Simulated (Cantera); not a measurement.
Cantera run:

```python
import numpy as np
import cantera as ct

gas_names = """
    H HNO HNO2 HNO3 HO2 H2 H2O H2O2 H2S H2SO4 N NH NH2 NH3 NH2OH NO NO2 NO3 N2 N2H2 N2H4 N2O O OH O2 O3
    S SH SN SO SO2 SO3 S2 S2O S8
""".split()
cond_names = """
    H2O(s) H2O(L) H2SO4(L) S(cr1) S(cr2) S(L)
""".split()


# ... load() reads the species with a 1 bar reference pressure and builds the phases ...
atoms = {
    'NH3': {'N': 1, 'H': 3},
    'SO2': {'S': 1, 'O': 2},
    'O2': {'O': 2},
}
top_T = {}  # K; cautious upper limits of use, not melting points


# ... equilibrate(T, P, feed) seeds the gas with the atoms and calls Mixture.equilibrate('TP', solver="vcs", rtol=1e-11, max_steps=5000) ...
results = []
feed = {'NH3': 1, 'SO2': 0.14, 'O2': 0.25}  # mol
T = 1675  # K
P = 62000  # Pa
mix = equilibrate(T, P, feed)
results.append((T, P, feed, dict(zip(mix.species_names, mix.species_moles))))
print(gas.report(threshold=1e-05))
for i in range(1, mix.n_phases):
    print(f"{mix.phase(i).name:16s} {mix.phase_moles(i):12.5e} mol")
```

Output:

```
       temperature   1675 K
          pressure   62000 Pa
           density   0.074654 kg/m^3
  mean mol. weight   16.769 kg/kmol
   phase of matter   gas

                          1 kg             1 kmol
                     ---------------   ---------------
          enthalpy       -2.5456e+06       -4.2687e+07  J
   internal energy       -3.3761e+06       -5.6614e+07  J
           entropy             14702        2.4654e+05  J/K
    Gibbs function       -2.7171e+07       -4.5564e+08  J
 heat capacity c_p            2424.9             40664  J/K
 heat capacity c_v            1929.1             32350  J/K

                      mass frac. Y      mole frac. X     chem. pot. / RT
                     ---------------   ---------------   ---------------
                 H        4.9632e-06        8.2568e-05           -10.284
                H2          0.037694           0.31353           -20.568
               H2O           0.40999           0.38163           -45.526
               H2S            0.0889          0.043748           -34.105
                N2           0.41199           0.24661           -28.236
                 S        6.3559e-05        3.3245e-05           -13.537
                SH         0.0034707           0.00176           -23.821
                SO        0.00091059        0.00031773           -38.495
               SO2          0.005175         0.0013547           -63.453
                S2          0.041548          0.010866           -27.075
               S2O        0.00025382        5.3125e-05           -52.033
     [  +24 minor]        7.6056e-06        7.1793e-06

S(L)              0.00000e+00 mol
```

Method: chemical equilibrium by Gibbs-energy minimisation in Cantera with the NASA 1993 tables (ideal gas, pure condensed phases).
